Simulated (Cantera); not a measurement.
A closed system holds: 1 mol PbS, 13 mol H₂, at 1.33 mbar.

Equilibrium computed with Cantera from the NASA thermochemical tables; the gas is ideal and each condensed phase is pure. Candidate condensed phases: Pb, PbS, S; 10 gas species. Gases not in the tables: S₃ to S₇. Equilibrium is a limit: real reactors are often held back by kinetics, nucleation or transport.

log p: log10 of the partial pressure in bar; nothing condenses.

```tsv
T (K)	log p H₂	log p Pb	log p PbS	log p S₂	log p H₂S	log p H	log p SH
1150	-2.92	-4.64	-4.14	-6.51	-4.65	-8.58	-7.29
1225	-2.92	-4.58	-4.16	-5.95	-4.62	-7.96	-6.80
1300	-2.92	-4.51	-4.19	-5.50	-4.62	-7.41	-6.40
1375	-2.92	-4.44	-4.24	-5.17	-4.66	-6.92	-6.07
1450	-2.92	[?]	[?]	[?]	[?]	[?]	[?]
1525	-2.92	-4.29	-4.37	-4.78	-4.80	-6.09	-5.60
1600	-2.92	[?]	[?]	[?]	[?]	[?]	[?]
1675	-2.92	-4.18	-4.58	-4.60	-4.99	-5.40	-5.28
1750	-2.93	-4.14	-4.69	-4.56	-5.10	-5.10	-5.16
```

Task: Fill in the missing entries.

Result: 
- 1450, log p Pb: -4.36
- 1450, log p PbS: -4.30
- 1450, log p S₂: -4.94
- 1450, log p H₂S: -4.72
- 1450, log p H: -6.48
- 1450, log p SH: -5.81
- 1600, log p Pb: -4.23
- 1600, log p PbS: -4.47
- 1600, log p S₂: -4.67
- 1600, log p H₂S: -4.89
- 1600, log p H: -5.73
- 1600, log p SH: -5.43
